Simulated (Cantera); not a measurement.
## Ignition delay

Mixture: 9.62 % CH4, 3.08 % CO, 10.4 % O2, 65.4 % N2, 11.5 % CO2, equivalence ratio 2.0, at 1.01 bar, adiabatic and at constant volume. Ignition delay is the time to a rise of 400 K.

Model: GRI-Mech 3.0 (53 species, 325 reactions), integrated in Cantera.

```csv
T0 (K),delay (ms)
1050,2110
1150,375
1250,80.0
1350,19.5
1450,5.34
1550,1.69
1650,0.626
1750,0.274
1850,0.137
1950,0.0766
```

```
Item                                                     Value
--------------------------------------------------  ----------
apparent activation energy between 1750 and 1950 K  180 kJ/mol
```
